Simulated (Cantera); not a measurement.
An isothermal, constant-pressure homogeneous reactor starts with CH4 : N2 = 1 : 34 (molar parts), at 1923 K and 19.5 Torr. Integrator tolerance rtol = 1e-08.

Detailed kinetics in Cantera: GRI-Mech 3.0 (53 species, 325 reactions). GRI-Mech 3.0 stops at C3 and has no aromatics, soot or wall deposition, so with more carbon than oxygen in the feed, carbon stays in small species such as C2H2 where larger ones or solid carbon would form. Radical loss at walls, strong at low pressure, is not modelled.

**Question.** What does this change do: pressure from 19.5 Torr to 0.195 Torr?

**Answer.** 
```csv
quantity,before,after
x(CH4) at 8.00 s,1.04e-7 (gas-phase equilibrium 2.06e-7),0.00130 (gas-phase equilibrium 1.68e-9)
x(C2H4) at 8.00 s,1.54e-7 (gas-phase equilibrium 1.69e-8),1.61e-5 (gas-phase equilibrium 1.46e-10)
x(CH2) at 8.00 s,2.14e-9 (gas-phase equilibrium 4.27e-9),3.19e-6 (gas-phase equilibrium 3.97e-9)
x(CH3) at 8.00 s,5.98e-8 (gas-phase equilibrium 1.19e-7),0.000272 (gas-phase equilibrium 1.04e-8)
x(HCN) at 8.00 s,0.000145 (gas-phase equilibrium 0.0247),3.51e-5 (gas-phase equilibrium 0.0245)
x(H2) at 8.00 s,0.0410 (gas-phase equilibrium 0.0411),0.0393 (gas-phase equilibrium 0.0359)
x(C2H2) at 8.00 s,0.0138 (gas-phase equilibrium 0.00151),0.0131 (gas-phase equilibrium 0.00149)
```

**Question.** What does this change do: temperature 1923 to 1550 K?

**Answer.** 
```
quantity                                            before                                     after
-----------------  ---------------------------------------  ----------------------------------------
x(CH4) at 8.00 s   1.04e-7 (gas-phase equilibrium 2.06e-7)   0.00330 (gas-phase equilibrium 5.21e-6)
x(C2H4) at 8.00 s  1.54e-7 (gas-phase equilibrium 1.69e-8)   1.66e-5 (gas-phase equilibrium 4.14e-7)
x(CH2) at 8.00 s   2.14e-9 (gas-phase equilibrium 4.27e-9)  2.94e-8 (gas-phase equilibrium 8.64e-11)
x(CH3) at 8.00 s   5.98e-8 (gas-phase equilibrium 1.19e-7)   4.80e-5 (gas-phase equilibrium 1.02e-7)
x(HCN) at 8.00 s   0.000145 (gas-phase equilibrium 0.0247)    7.49e-7 (gas-phase equilibrium 0.0234)
x(H2) at 8.00 s      0.0410 (gas-phase equilibrium 0.0411)     0.0368 (gas-phase equilibrium 0.0416)
x(C2H2) at 8.00 s   0.0138 (gas-phase equilibrium 0.00151)    0.0122 (gas-phase equilibrium 0.00220)
```
